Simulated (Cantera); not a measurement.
Feed: 1 mol Si3N4, 0.0091 mol C, 0.063 mol N2, equilibrated at 2502 °C and 0.133 bar.

Method: chemical equilibrium by Gibbs-energy minimisation in Cantera with the NASA 1993 tables (ideal gas, pure condensed phases). Candidate condensed phases: C, Si, SiC, Si3N4; 20 gas species. The tables' values for SiN are old estimates; treat these amounts as uncertain. The numbers say what is thermodynamically allowed, not how fast it happens.

Base state: N2 0.751, Si 0.227, Si2 0.00868, SiN 0.00498, Si2N 0.00372, Si2C 0.00316, Si3 0.00136, SiC2 5.91e-5 (mole fractions); condensed: Si(l).

Problem. What changes in the equilibrium state with this change: temperature from 2502 °C to 1652 °C?

Solution. 
```json
[
 {"species": "N2", "before": "0.751", "after": "1.000"},
 {"species": "Si", "before": "0.227", "after": "7.58e-5"},
 {"species": "SiN", "before": "0.00498", "after": "8.68e-6"},
 {"species": "Si2", "before": "0.00868", "after": "3.78e-7"},
 {"species": "Si3", "before": "0.00136", "after": "4.90e-8"},
 {"species": "SiC2", "before": "5.91e-5", "after": "1.09e-8"},
 {"species": "Si2C", "before": "0.00316", "after": "1.49e-6"},
 {"species": "CN", "before": "4.26e-5", "after": "3.95e-8"},
 {"species": "Si(l), mol", "before": "2.27", "after": "0"},
 {"species": "SiC(s), mol", "before": "0", "after": "0.00910"},
 {"species": "Si3N4(s), mol", "before": "0", "after": "0.997"}
]
```
Mutual solubility and eutectic melting of coexisting phases are not modelled.
